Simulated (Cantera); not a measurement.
An isothermal, constant-pressure homogeneous reactor starts with N₂O : O₂ = 1 : 1.3 (molar parts), at 1125 K and 180000 Pa. Integrator tolerance rtol = 1e-08.

Detailed kinetics in Cantera: GRI-Mech 3.0 (53 species, 325 reactions). GRI-Mech 3.0 was tuned for natural gas; its chemistry of N2O as a main component is partial and can be far from experiment. The mechanism lacks the step 2 NO + O2 → 2 NO2, which can matter for NO2 below about 1400 K. The temperature is held fixed by assumption; the heat of reaction is taken as removed at once.

### Question
What does this change do: pressure from 180000 Pa to 13300 Pa?

### Answer
| quantity | before | after |
|---|---|---|
| x(N₂O) at 40.0 s | 0.00222 (gas-phase equilibrium 8.37e-9) | 0.194 (gas-phase equilibrium 2.28e-9) |
| x(O₂) at 40.0 s | 0.634 (gas-phase equilibrium 0.643) | 0.601 (gas-phase equilibrium 0.643) |
| x(NO) at 40.0 s | 0.0162 (gas-phase equilibrium 0.000126) | 0.0148 (gas-phase equilibrium 0.000126) |
| x(NO₂) at 40.0 s | 0.000659 (gas-phase equilibrium 7.31e-6) | 3.02e-5 (gas-phase equilibrium 1.99e-6) |
| x(N₂) at 40.0 s | 0.347 (gas-phase equilibrium 0.357) | 0.190 (gas-phase equilibrium 0.357) |
| x(O) at 40.0 s | 5.95e-9 (gas-phase equilibrium 2.78e-9) | 4.76e-7 (gas-phase equilibrium 1.02e-8) |

### Question
What does this change do: pressure from 180000 Pa to 2700 Pa?

### Answer
```json
[
 {"quantity": "x(N₂O) at 40.0 s", "before": "0.00222 (gas-phase equilibrium 8.37e-9)", "after": "0.365 (gas-phase equilibrium 1.02e-9)"},
 {"quantity": "x(O₂) at 40.0 s", "before": "0.634 (gas-phase equilibrium 0.643)", "after": "0.575 (gas-phase equilibrium 0.643)"},
 {"quantity": "x(NO) at 40.0 s", "before": "0.0162 (gas-phase equilibrium 0.000126)", "after": "0.00438 (gas-phase equilibrium 0.000126)"},
 {"quantity": "x(NO₂) at 40.0 s", "before": "0.000659 (gas-phase equilibrium 7.31e-6)", "after": "2.65e-6 (gas-phase equilibrium 8.95e-7)"},
 {"quantity": "x(N₂) at 40.0 s", "before": "0.347 (gas-phase equilibrium 0.357)", "after": "0.0551 (gas-phase equilibrium 0.357)"},
 {"quantity": "x(O) at 40.0 s", "before": "5.95e-9 (gas-phase equilibrium 2.78e-9)", "after": "5.23e-7 (gas-phase equilibrium 2.27e-8)"}
]
```
Radical loss at walls, strong at low pressure, is not modelled.
